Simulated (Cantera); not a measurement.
Input: 1 mol CaO, 5.3 mol HBr, held at 877 °C and 10000 Pa.

Equilibrium computed with Cantera from the NASA thermochemical tables; the gas is ideal and each condensed phase is pure. Candidate condensed phases: Br₂, Ca, CaBr₂, CaO, Ca(OH)₂, H₂O; 19 gas species. Kinetics and transport are ignored.

Base state: HBr 0.763, H₂O 0.232, Br 0.00232, H₂ 0.00191, Br₂ 0.000750, CaBr₂ 0.000228 (mole fractions); condensed: CaBr₂(l).

**Question.** What changes in the equilibrium state with this change: temperature from 877 °C to 1525 °C?

**Answer.** 
| species | before | after |
|---|---|---|
| HBr | 0.763 | 0.494 |
| CaBr₂ | 0.000228 | 0.179 |
| H₂O | 0.232 | 0.179 |
| Br | 0.00232 | 0.0971 |
| H₂ | 0.00191 | 0.0492 |
| H | 1.03e-8 | 0.000247 |
| OH | 7.58e-9 | 5.92e-5 |
| Br₂ | 0.000750 | 0.000740 |
| CaBr₂(l), mol | 0.999 | 0 |
